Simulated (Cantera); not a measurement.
An adiabatic, constant-pressure homogeneous reactor starts with 8.42 % CH4, 30.3 % H2, 12.9 % O2, 48.4 % N2, equivalence ratio 2.5, at 1400 K and 1.78 atm.

Detailed kinetics in Cantera: GRI-Mech 3.0 (53 species, 325 reactions).

Q: Predict: time of steepest temperature rise; temperature at 4.00 s; equilibrium temperature; x(H2) at 4.00 s; x(O2) at 4.00 s; x(CH2O) at 4.00 s; x(NO) at 4.00 s.

A: 
```
Property                                                            Result
---------------------------------  ---------------------------------------
time of steepest temperature rise                                  67.2 µs
temperature at 4.00 s                                               2489 K
equilibrium temperature                                             2489 K
x(H2) at 4.00 s                        0.288 (gas-phase equilibrium 0.288)
x(O2) at 4.00 s                    5.41e-6 (gas-phase equilibrium 5.41e-6)
x(CH2O) at 4.00 s                  1.53e-8 (gas-phase equilibrium 1.53e-8)
x(NO) at 4.00 s                    8.81e-5 (gas-phase equilibrium 8.81e-5)
```
